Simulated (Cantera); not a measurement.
Mixture: 2.70 % CH4, 0.184 % C2H6, 3.51 % C3H8, 19.7 % O2, 74.0 % N2, at 16.8 atm, adiabatic and at constant pressure. Ignition delay is the time to a rise of 400 K.

Model: GRI-Mech 3.0 (53 species, 325 reactions), integrated in Cantera. GRI-Mech 3.0 was tuned for natural gas; its chemistry of propane as a main component is partial and can be far from experiment. The pressure lies above the range GRI-Mech 3.0 was tuned for (to about 10 atm).

**Question.** Predict: delay at 1248 K; delay at 1323 K; delay at 1398 K; delay at 1473 K; delay at 1548 K; delay at 1623 K; delay at 1698 K; apparent activation energy between 1548 and 1698 K.

**Answer.** 
- delay at 1248 K = 0.488 ms
- delay at 1323 K = 0.158 ms
- delay at 1398 K = 56.4 µs
- delay at 1473 K = 22.8 µs
- delay at 1548 K = 10.5 µs
- delay at 1623 K = 5.46 µs
- delay at 1698 K = 3.15 µs
- apparent activation energy between 1548 and 1698 K = 180 kJ/mol
